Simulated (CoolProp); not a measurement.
Properties of acetone along the isotherm 550 K.

The numbers come from the reference Helmholtz-energy equation of state, Lemmon 2006 in CoolProp. It is a short technical equation, of lower accuracy than the large ones.

```tsv
p (bar)	phase	Z	Joule-Thomson coefficient (K/MPa)	isothermal compressibility (1/MPa)	expansivity (1/kK)
29.3	gas	0.7992	9.911	0.4347	3.804
58.7	supercritical	0.5477	10.71	0.3540	11.69
88	supercritical	0.3250	4.385	0.1381	14.26
117	supercritical	0.3514	1.701	0.03971	6.258
147	supercritical	0.4046	0.9571	0.02196	4.299
176	supercritical	0.4594	0.6217	0.01528	3.440
205	supercritical	0.5148	0.4225	0.01171	2.931
235	supercritical	0.5719	0.2854	0.009438	2.577
264	supercritical	0.6265	0.1904	0.007948	2.330
293	supercritical	0.6806	0.1183	0.006866	2.139
323	supercritical	0.7360	0.05988	0.006020	1.982
352	supercritical	0.7890	0.01436	0.005380	1.858
381	supercritical	0.8414	-0.02328	0.004864	1.753
411	supercritical	0.8951	-0.05595	0.004426	1.661
440	supercritical	0.9465	-0.08284	0.004073	1.584
469	supercritical	0.9975	-0.1061	0.003772	1.517
```
